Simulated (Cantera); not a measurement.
Feed: 1 mol Si, a varied amount of F2, 67 mol H2, equilibrated at 202 °C and 750 Torr.

These are equilibrium values from Cantera (NASA tables, ideal gas, pure condensed phases), not measurements of a reactor. Candidate condensed phases: Si; 25 gas species. Rates play no part.

Question: Which condensed phases are stable at each of these points (n(F2) (mol)): 0.69, 1, 1.5, 2.2, 3.2, 4.7, 6.9?

Answer: 
| n(F2) (mol) | condensed phases | Si condensed (%) |
|---|---|---|
| 0.69 | Si(s) | 64.2 |
| 1 | Si(s) | 48.3 |
| 1.5 | Si(s) | 22.7 |
| 2.2 | gas only | 0.0 |
| 3.2 | gas only | 0.0 |
| 4.7 | gas only | 0.0 |
| 6.9 | gas only | 0.0 |

From 0.69 mol F2 to 1.5 mol F2 the condensed part is Si(s). From 2.2 mol F2 to 6.9 mol F2 nothing is condensed.
